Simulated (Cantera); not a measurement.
A closed system holds: 1 mol CH₃Cl, 0.45 mol CH₄, 0.25 mol H₂, at 225 Torr.

Equilibrium computed with Cantera from the NASA thermochemical tables; the gas is ideal and each condensed phase is pure. Candidate condensed phases: C, C₆H₆, C₇H₈, C₈H₁₈; 103 gas species. Ions and electrons are included (thermal ionisation). The tables' values for CCl are old estimates; treat these amounts as uncertain. Kinetics and transport are ignored. All values below are at 5000 K.

Base state: H 0.684, C 0.175, Cl 0.130, C₂ 0.00611, H₂ 0.00339, HCl 0.00101, C₃ 0.000521, CH 0.000352 (mole fractions); condensed: gas only.

**Question.** What changes in the equilibrium state with this change: pressure from 225 Torr to 750 Torr?

**Answer.** 
| species | before | after |
|---|---|---|
| H | 0.684 | 0.683 |
| C | 0.175 | 0.150 |
| Cl | 0.130 | 0.131 |
| C₂ | 0.00611 | 0.0150 |
| H₂ | 0.00339 | 0.0113 |
| C₂H₂ (acetylene) | 9.61e-7 | 2.61e-5 |
| C₄ | 7.07e-7 | 1.41e-5 |
| CH₂ | 1.07e-6 | 1.01e-5 |
| C₂H | 0.000170 | 0.00138 |
| C₃ | 0.000521 | 0.00365 |
